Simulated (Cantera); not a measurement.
Input: 1 mol Pb, 0.019 mol O2, 22 mol N2, equilibrated at 1.33 mbar.

Method: chemical equilibrium by Gibbs-energy minimisation in Cantera with the NASA 1993 tables (ideal gas, pure condensed phases). Candidate condensed phases: Pb, PbO, PbO2, Pb3O4; 12 gas species. Rates play no part. All values below are at 950 K.

Base state: N2 0.996, Pb 0.00377, PbO 3.96e-5 (mole fractions); condensed: Pb(l) + PbO(yellow).

Q: What changes in the equilibrium state with this change: Pb replaced by Hg?

A: 
```json
[
 {"species": "N2", "before": "0.996", "after": "0.956"},
 {"species": "Hg", "before": "0", "after": "0.0434"},
 {"species": "O2", "before": "<1e-9", "after": "0.000825"},
 {"species": "Pb", "before": "0.00377", "after": "0"},
 {"species": "PbO", "before": "3.96e-5", "after": "0"},
 {"species": "Pb(l), mol", "before": "0.879", "after": "0"},
 {"species": "PbO(yellow), mol", "before": "0.0371", "after": "0"}
]
```
Further candidate phases: Hg, HgO.
